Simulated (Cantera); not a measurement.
An adiabatic, constant-volume homogeneous reactor starts with CH4 : O2 : N2 = 1 : 1.43 : 5.37 (molar parts), equivalence ratio 1.4, at 1798 K and 9.87 atm. Integrator tolerance rtol = 1e-08.

Cantera simulation using GRI-Mech 3.0 (53 species, 325 reactions); the numbers are that mechanism's predictions, not measurements. Above 3000 K some thermodynamic fits are extrapolated.

Question: What does this change do: pressure from 9.87 atm to 19.7 atm?

Answer: 
```csv
quantity,before,after
time of steepest temperature rise,16.4 µs,9.42 µs
temperature at 0.600 s,3243 K,3307 K
equilibrium temperature,3243 K,3307 K
x(CH4) at 0.600 s,1.57e-11 (gas-phase equilibrium 1.84e-11),5.22e-11 (gas-phase equilibrium 6.08e-11)
x(O2) at 0.600 s,0.00302 (gas-phase equilibrium 0.00302),0.00234 (gas-phase equilibrium 0.00234)
x(HCN) at 0.600 s,2.75e-7 (gas-phase equilibrium 2.75e-7),5.28e-7 (gas-phase equilibrium 5.28e-7)
x(CO) at 0.600 s,0.0878 (gas-phase equilibrium 0.0878),0.0875 (gas-phase equilibrium 0.0875)
x(C2H6) at 0.600 s,<1e-12 (gas-phase equilibrium <1e-12),<1e-12 (gas-phase equilibrium <1e-12)
x(OH) at 0.600 s,0.0176 (gas-phase equilibrium 0.0176),0.0157 (gas-phase equilibrium 0.0157)
x(C2H) at 0.600 s,<1e-12 (gas-phase equilibrium <1e-12),<1e-12 (gas-phase equilibrium <1e-12)
```
The pressure lies above the range GRI-Mech 3.0 was tuned for (to about 10 atm).

Question: What does this change do: 0.28 parts CO2 added?

Answer: 
| quantity | before | after |
|---|---|---|
| time of steepest temperature rise | 16.4 µs | 17.2 µs |
| temperature at 0.600 s | 3243 K | 3175 K |
| equilibrium temperature | 3243 K | 3175 K |
| x(CH4) at 0.600 s | 1.57e-11 (gas-phase equilibrium 1.84e-11) | 9.03e-12 (gas-phase equilibrium 1.07e-11) |
| x(O2) at 0.600 s | 0.00302 (gas-phase equilibrium 0.00302) | 0.00375 (gas-phase equilibrium 0.00375) |
| x(HCN) at 0.600 s | 2.75e-7 (gas-phase equilibrium 2.75e-7) | 1.98e-7 (gas-phase equilibrium 1.98e-7) |
| x(CO) at 0.600 s | 0.0878 (gas-phase equilibrium 0.0878) | 0.1000 (gas-phase equilibrium 0.1000) |
| x(C2H6) at 0.600 s | <1e-12 (gas-phase equilibrium <1e-12) | <1e-12 (gas-phase equilibrium <1e-12) |
| x(OH) at 0.600 s | 0.0176 (gas-phase equilibrium 0.0176) | 0.0169 (gas-phase equilibrium 0.0169) |
| x(C2H) at 0.600 s | <1e-12 (gas-phase equilibrium <1e-12) | <1e-12 (gas-phase equilibrium <1e-12) |
